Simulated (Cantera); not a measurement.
An isothermal, constant-pressure homogeneous reactor starts with H₂ : O₂ = 0.038 : 1 (molar parts), equivalence ratio 0.019, at 1423 K and 0.00250 bar. Integrator tolerance rtol = 1e-08.

Cantera simulation using GRI-Mech 3.0 (53 species, 325 reactions); the numbers are that mechanism's predictions, not measurements. Radical loss at walls, strong at low pressure, is not modelled. The temperature is held fixed by assumption; the heat of reaction is taken as removed at once.

Task: What does this change do: temperature 1423 to 1000 K?

Result: 
| quantity | before | after |
|---|---|---|
| x(H₂) at 10.0 s | 7.47e-5 (gas-phase equilibrium 4.88e-7) | 2.57e-6 (gas-phase equilibrium 6.69e-11) |
| x(O₂) at 10.0 s | 0.958 (gas-phase equilibrium 0.963) | 0.963 (gas-phase equilibrium 0.963) |
| x(H₂O) at 10.0 s | 0.0361 (gas-phase equilibrium 0.0372) | 0.0372 (gas-phase equilibrium 0.0373) |
| x(H₂O₂) at 10.0 s | 3.50e-9 (gas-phase equilibrium 2.37e-10) | 7.22e-9 (gas-phase equilibrium 5.15e-12) |
| x(OH) at 10.0 s | 0.00191 (gas-phase equilibrium 0.000155) | 8.74e-5 (gas-phase equilibrium 4.61e-7) |

Task: What does this change do: pressure from 0.00250 bar to 0.0133 bar?

Result: 
| quantity | before | after |
|---|---|---|
| x(H₂) at 10.0 s | 7.47e-5 (gas-phase equilibrium 4.88e-7) | 4.59e-7 (gas-phase equilibrium 2.12e-7) |
| x(O₂) at 10.0 s | 0.958 (gas-phase equilibrium 0.963) | 0.963 (gas-phase equilibrium 0.963) |
| x(H₂O) at 10.0 s | 0.0361 (gas-phase equilibrium 0.0372) | 0.0372 (gas-phase equilibrium 0.0372) |
| x(H₂O₂) at 10.0 s | 3.50e-9 (gas-phase equilibrium 2.37e-10) | 8.35e-10 (gas-phase equilibrium 5.48e-10) |
| x(OH) at 10.0 s | 0.00191 (gas-phase equilibrium 0.000155) | 0.000150 (gas-phase equilibrium 0.000102) |
